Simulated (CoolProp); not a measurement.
A simple Rankine cycle with propyne: condensing at 331.15 K, boiler at 4.45 MPa, turbine inlet 473 K, turbine efficiency 0.6, pump efficiency 0.8, no recuperator. Each further row changes one setting.

The numbers come from the reference Helmholtz-energy equation of state, Polt 1992 in CoolProp. This equation is an older, rougher fit; its heat capacities, sound speeds and derivatives of the liquid may be far off and weren't checked against measurements.

```
case                             thermal efficiency (%)  net work (kJ/kg)  heat in (kJ/kg)  turbine exit temperature (K)  volume ratio over the turbine
-------------------------------  ----------------------  ----------------  ---------------  ----------------------------  -----------------------------
as stated                                           7.5              49.1              652                         425.6                           3.26
condensing temperature 323.15 K                     8.6              57.6              673                         419.1                           3.94
boiler pressure 3.11 MPa                            5.6              37.5              673                         442.1                           2.24
turbine efficiency 0.5                              6.1              39.8              652                         430.3                           3.31
```
